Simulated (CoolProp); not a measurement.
Saturated liquid density (kg/m³) of n-heptane: the reference equation beside estimates from Tc = 541.2 K, pc = 2.774 MPa, ω = 0.349. Rackett uses Z = 0.29056 − 0.08775 ω.

Values from CoolProp's reference Helmholtz-energy equation of state, Span 2003. It is a short technical equation, of lower accuracy than the large ones.

| T (K) | reference | Rackett | Soave-Redlich-Kwong |
|---|---|---|---|
| 321.7 | ? | 673.0 | 587.4 |
| 335.8 | 647.0 | 660.0 | 577.0 |
| 349.9 | 634.3 | ? | 565.8 |
| 364 | 621.3 | 632.7 | 553.8 |
| 378.1 | 607.9 | 618.4 | 540.9 |
| 392.1 | 594.1 | 603.6 | 527.2 |
| 406.2 | 579.6 | ? | 512.3 |
| 420.3 | 564.3 | 571.7 | ? |
| 434.4 | 548.0 | 554.5 | 478.6 |
| 448.4 | 530.8 | 536.4 | 459.4 |
| 462.5 | 511.8 | 516.6 | 438.1 |
| 476.6 | 490.7 | ? | 414.3 |

Task: Fill in the missing entries.

Result: 
- 321.7, reference: 659.3
- 349.9, Rackett: 646.6
- 406.2, Rackett: 588.0
- 420.3, Soave-Redlich-Kwong: 496.2
- 476.6, Rackett: 495.1

Absolute difference from the reference over all 12 rows, mean and median: Rackett 1.5 and 1.5 %, Soave-Redlich-Kwong 12.1 and 11.4 %.
